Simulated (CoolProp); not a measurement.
Toluene along the isotherm 485.2 K: Z from the reference equation and from simpler models built on Tc = 591.7 K, pc = 4.126 MPa, ω = 0.266; each cubic takes its own stable root.

The numbers come from the reference Helmholtz-energy equation of state, Lemmon 2006 in CoolProp. It is a short technical equation, of lower accuracy than the large ones.

```json
[
 {"p (MPa)": "3.75", "phase": "liquid", "reference": "0.1278"},
 {"p (MPa)": "7.5", "phase": "liquid", "reference": "0.2512"},
 {"p (MPa)": "11.3", "phase": "liquid", "reference": "0.3729"},
 {"p (MPa)": "15", "phase": "liquid", "reference": "0.4889"},
 {"p (MPa)": "18.8", "phase": "liquid", "reference": "0.6058"},
 {"p (MPa)": "22.5", "phase": "liquid", "reference": "0.7178"},
 {"p (MPa)": "26.3", "phase": "liquid", "reference": "0.8312"},
 {"p (MPa)": "30", "phase": "liquid", "reference": "0.9402"},
 {"p (MPa)": "33.8", "phase": "liquid", "reference": "1.051"},
 {"p (MPa)": "37.5", "phase": "liquid", "reference": "1.157"},
 {"p (MPa)": "41.3", "phase": "liquid", "reference": "1.266"}
]
```

**Question.** How far does each simpler model (Redlich-Kwong, Soave-Redlich-Kwong) lie from the reference over these 11 states: mean and median of the absolute difference, and the worst?

**Answer.** 
- Redlich-Kwong: mean 12.3 %, median 11.3 %, worst +18.6 % at 485.2 K and 3.75 MPa
- Soave-Redlich-Kwong: mean 9.7 %, median 9.2 %, worst +13.5 % at 485.2 K and 3.75 MPa
